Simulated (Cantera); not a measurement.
Input (Python, Cantera) and output of one run.

```python
import numpy as np
import cantera as ct

gas_names = [...]  # 92 gases of nasa_gas.yaml made of C, H, N
cond_names = """
    C(gr) C6H6(L) C7H8(L) C8H18(L),n-octa
""".split()


# ... load() reads the species with a 1 bar reference pressure and builds the phases ...
atoms = {
    'toluene': {'C': 7, 'H': 8},
    'H2': {'H': 2},
    'N2': {'N': 2},
}
top_T = {'C(gr)': 4500}  # K; cautious upper limits of use, not melting points


# ... equilibrate(T, P, feed) seeds the gas with the atoms and calls Mixture.equilibrate('TP', solver="vcs", rtol=1e-11, max_steps=5000) ...
results = []
feed = {'toluene': 1, 'H2': 15, 'N2': 0.26}  # mol
P = 1700  # Pa
for T in [1698, 1898, 2098, 2298, 2498, 2698, 2898]:
    mix = equilibrate(T, P, feed)
    results.append((T, P, feed, dict(zip(mix.species_names, mix.species_moles))))
    x = sorted(zip(gas.X, gas.species_names), reverse=True)
    print(f"T = {T:g} K  P = {P:g} Pa  gas = {mix.phase_moles(0):.4g} mol")
    print("   x: " + "  ".join(f"{s} {v:.3e}" for v, s in x if v > 1e-05))
    print("   condensed (mol): " + ("  ".join(f"{mix.phase(i).name} {mix.phase_moles(i):.4g}"
          for i in range(1, mix.n_phases) if mix.phase_moles(i) > 1e-12) or "none"))
```

Result:

```
T = 1698 K  P = 1700 Pa  gas = 19.27 mol
   x: H2 9.851e-01  N2 1.328e-02  H 1.101e-03  HCN 4.144e-04  C2H2,acetylene 7.098e-05  CH4 1.821e-05  HNC 1.233e-05
   condensed (mol): C(gr) 6.989
T = 1898 K  P = 1700 Pa  gas = 19.32 mol
   x: H2 9.797e-01  N2 1.289e-02  H 5.934e-03  HCN 1.085e-03  C2H2,acetylene 3.686e-04  HNC 5.073e-05
   condensed (mol): C(gr) 6.964
T = 2098 K  P = 1700 Pa  gas = 19.49 mol
   x: H2 9.609e-01  H 2.314e-02  N2 1.212e-02  HCN 2.298e-03  C2H2,acetylene 1.371e-03  HNC 1.547e-04
   condensed (mol): C(gr) 6.898
T = 2298 K  P = 1700 Pa  gas = 19.96 mol
   x: H2 9.107e-01  H 7.010e-02  N2 1.081e-02  HCN 4.052e-03  C2H2,acetylene 3.896e-03  HNC 3.683e-04  C2H 1.348e-05  CN 1.322e-05
   condensed (mol): C(gr) 6.755
T = 2498 K  P = 1700 Pa  gas = 21.07 mol
   x: H2 8.040e-01  H 1.714e-01  N2 8.963e-03  C2H2,acetylene 8.625e-03  HCN 5.982e-03  HNC 6.988e-04  C2H 1.315e-04  CN 7.360e-05  C4H2 3.821e-05  C3 2.834e-05
   condensed (mol): C(gr) 6.483
T = 2698 K  P = 1700 Pa  gas = 23.27 mol
   x: H2 6.259e-01  H 3.422e-01  C2H2,acetylene 1.465e-02  HCN 7.321e-03  N2 6.831e-03  HNC 1.058e-03  C2H 8.473e-04  C3 5.041e-04  CN 2.995e-04  C4H2 1.425e-04  C 1.217e-04  C2 4.825e-05  C2H2,vinylidene 2.120e-05
   condensed (mol): C(gr) 6.021
T = 2898 K  P = 1700 Pa  gas = 27.03 mol
   x: H 5.545e-01  H2 4.008e-01  C2H2,acetylene 1.835e-02  HCN 7.338e-03  C3 5.945e-03  N2 4.836e-03  C2H 3.748e-03  HNC 1.274e-03  C 1.091e-03  CN 9.474e-04  C2 5.919e-04  C4H2 3.501e-04  C5 7.902e-05  CH 4.815e-05  C2H2,vinylidene 4.533e-05  CH2 1.694e-05  C4 1.487e-05
   condensed (mol): C(gr) 4.948
```

Equilibrium computed with Cantera from the NASA thermochemical tables; the gas is ideal and each condensed phase is pure.
